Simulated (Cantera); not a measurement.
Charge: 1 mol PbO, 0.014 mol H2O, 0.18 mol N2, at 1027 °C and 188 Torr.

These are equilibrium values from Cantera (NASA tables, ideal gas, pure condensed phases), not measurements of a reactor. Candidate condensed phases: H2O, Pb, PbO, PbO2, Pb3O4; 27 gas species. Gases not in the tables: (PbO)n polymers. Equilibrium is a limit: real reactors are often held back by kinetics, nucleation or transport.

Question: What is the equilibrium state?

Answer: 
```json
{
  "x(N2)": "0.926",
  "x(H2O)": "0.0720",
  "x(PbO)": "0.00181",
  "x(Pb)": "0.000308",
  "x(O2)": "0.000149",
  "x(NO)": "1.14e-5",
  "x(OH)": "2.05e-6",
  "x(H2)": "1.03e-6",
  "n(PbO(l))": "1.000 mol",
  "gas_amount": "0.1944 mol",
  "log10 activity of Pb(l) (absent)": "-1.53"
}
```
